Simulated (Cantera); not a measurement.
Input (Python, Cantera) and output of one run.

```python
import numpy as np
import cantera as ct

gas_names = [...]  # 140 gases of nasa_gas.yaml made of C, Fe, H, N, O
cond_names = """
    C(gr) C6H6(L) C7H8(L) C8H18(L),n-octa Fe(a) Fe(c) Fe(d) Fe(L) FeC5O5(L) FeO(s) FeO(L) Fe(OH)2(s)
    Fe(OH)3(s) Fe2O3(s) Fe3O4(s) H2O(s) H2O(L)
""".split()


# ... load() reads the species with a 1 bar reference pressure and builds the phases ...
atoms = {
    'Fe(CO)5': {'Fe': 1, 'C': 5, 'O': 5},
    'H2': {'H': 2},
    'N2': {'N': 2},
}
top_T = {'C(gr)': 4500, 'Fe2O3(s)': 1830, 'Fe3O4(s)': 1870}  # K; cautious upper limits of use, not melting points


# ... equilibrate(T, P, feed) seeds the gas with the atoms and calls Mixture.equilibrate('TP', solver="gibbs", rtol=1e-10, max_steps=50000) ...
results = []
feed = {'Fe(CO)5': 1, 'H2': 1.9, 'N2': 3.5}  # mol
P = 200  # Pa
for T in [923, 998, 1073, 1148, 1223, 1298, 1373, 1448, 1523, 1598, 1673]:
    mix = equilibrate(T, P, feed)
    results.append((T, P, feed, dict(zip(mix.species_names, mix.species_moles))))

top = {s: max(r[3][s] / sum(r[3][g] for g in gas_names) for r in results) for s in gas_names}
cols = sorted((s for s in top if top[s] > 0.0001), key=lambda s: -top[s])[:9]
seen = [c for c in cond_names if any(r[3].get(c, 0) > 1e-12 for r in results)]
print("log10 of partial pressures in bar; condensed amounts in mol")
print(f"{'T/K':>10s}" + "".join(f"{s[:9]:>10s}" for s in cols + seen))
for T, P, feed, n in results:
    ng = sum(n[g] for g in gas_names)
    print(f"{T:10.4g}" + "".join(f"{np.log10(max(n[s] / ng * P / 1e5, 1e-99)):10.3f}" for s in cols)
          + "".join(f"{n.get(c, 0):10.4g}" for c in seen))
```

Output:

```
log10 of partial pressures in bar; condensed amounts in mol
       T/K        CO        N2        H2        Fe       CO2         H       H2O     C(gr)     Fe(a)     Fe(c)     Fe(d)
       923    -3.019    -3.171    -3.437   -15.611    -5.539   -11.330    -6.268   0.01763         1         0         0
       998    -3.017    -3.172    -3.437   -13.870    -6.263   -10.386    -6.844    0.0035         1         0         0
      1073    -3.017    -3.172    -3.437   -12.382    -6.886    -9.572    -7.340 0.0008423         1         0         0
      1148    -3.017    -3.172    -3.437   -11.098    -7.425    -8.863    -7.772 0.0001611         1         0         0
      1223    -3.017    -3.172    -3.437    -9.976    -7.696    -8.241    -7.952         0         0         1         0
      1298    -3.017    -3.172    -3.437    -8.987    -7.760    -7.689    -7.936         0         0         1         0
      1373    -3.017    -3.172    -3.437    -8.108    -7.814    -7.196    -7.920         0         0         1         0
      1448    -3.017    -3.172    -3.437    -7.322    -7.861    -6.754    -7.907         0         0    0.9998         0
      1523    -3.017    -3.172    -3.438    -6.615    -7.904    -6.355    -7.895         0         0    0.9987         0
      1598    -3.017    -3.172    -3.438    -5.976    -7.942    -5.993    -7.886         0         0    0.9945         0
      1673    -3.018    -3.173    -3.440    -5.397    -7.977    -5.663    -7.879         0         0         0    0.9791
```

Equilibrium computed with Cantera from the NASA thermochemical tables; the gas is ideal and each condensed phase is pure. Condensed phases not in the tables: cementite and carbon dissolved in iron.
